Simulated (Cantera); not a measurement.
Input: 1 mol SiC, 0.032 mol CO₂, 160 mol H₂, held at 0.0133 bar.

Cantera equilibrium calculation (NASA polynomials, part measured and part estimated; ideal gas, pure solids and liquids). Candidate condensed phases: C, C₆H₆, C₇H₈, C₈H₁₈, H₂O, Si, SiC, SiO₂; 123 gas species. Gases not in the tables: Si₂H₆ and higher silanes. Rates play no part.

x: gas mole fraction; n: condensed amount in mol.

```tsv
T (K)	x H₂	x H	x Si	x C₂H₂ (acetylene)	n SiC(s)
1725	0.998	0.00161	1.07e-5	1.32e-6	0.982
1775	0.997	0.00250	2.58e-5	2.65e-6	0.981
1825	0.996	0.00381	5.58e-5	5.81e-6	0.977
1875	0.994	0.00566	0.000106	1.45e-5	0.971
1925	0.991	0.00824	0.000183	3.90e-5	0.960
1975	0.987	0.0118	0.000310	9.78e-5	0.938
2025	0.982	0.0165	0.000534	0.000214	0.896
2075	0.975	0.0228	0.000926	0.000423	[?]
2125	0.966	0.0309	0.00159	0.000775	[?]
2175	0.954	0.0413	0.00270	0.00135	[?]
```

### Question
Complete the blanks.

### Answer

- 2075, n SiC(s): 0.820
- 2125, n SiC(s): 0.687
- 2175, n SiC(s): 0.453
